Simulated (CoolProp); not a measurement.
A single-stage vapour-compression cycle with R21: evaporating at 264.15 K (dew point), condensing at 284.15 K (bubble point), superheat 2 K, subcooling 5 K, compressor efficiency 0.9, no pressure losses. Each further row changes one setting.

Model: reference Helmholtz-energy equation of state, Platzer 1990, in CoolProp. This equation is an older, rougher fit; its heat capacities, sound speeds and derivatives of the liquid may be far off and weren't checked against measurements.

```json
[
 {"case": "as stated", "cooling COP": "11.4", "pressure ratio": "2.29", "discharge temperature (K)": "303.2", "refrigerating effect (kJ/kg)": "235", "volumetric capacity (kJ/m³)": "535"},
 {"case": "evaporating temperature 269.15 K", "cooling COP": "15.8", "pressure ratio": "?", "discharge temperature (K)": "?", "refrigerating effect (kJ/kg)": "237", "volumetric capacity (kJ/m³)": "664"},
 {"case": "condensing temperature 279.15 K", "cooling COP": "?", "pressure ratio": "1.89", "discharge temperature (K)": "294.3", "refrigerating effect (kJ/kg)": "240", "volumetric capacity (kJ/m³)": "546"},
 {"case": "subcooling 10 K", "cooling COP": "11.7", "pressure ratio": "2.29", "discharge temperature (K)": "303.2", "refrigerating effect (kJ/kg)": "240", "volumetric capacity (kJ/m³)": "546"},
 {"case": "superheat 12 K", "cooling COP": "?", "pressure ratio": "2.29", "discharge temperature (K)": "313.9", "refrigerating effect (kJ/kg)": "?", "volumetric capacity (kJ/m³)": "527"},
 {"case": "compressor efficiency 0.8", "cooling COP": "?", "pressure ratio": "2.29", "discharge temperature (K)": "307.4", "refrigerating effect (kJ/kg)": "235", "volumetric capacity (kJ/m³)": "535"}
]
```

Task: Some entries are withheld; supply them.

Result: 
- evaporating temperature 269.15 K, pressure ratio: 1.84
- evaporating temperature 269.15 K, discharge temperature (K): 298.5
- condensing temperature 279.15 K, cooling COP: 15.5
- superheat 12 K, cooling COP: 11.3
- superheat 12 K, refrigerating effect (kJ/kg): 241
- compressor efficiency 0.8, cooling COP: 10.2
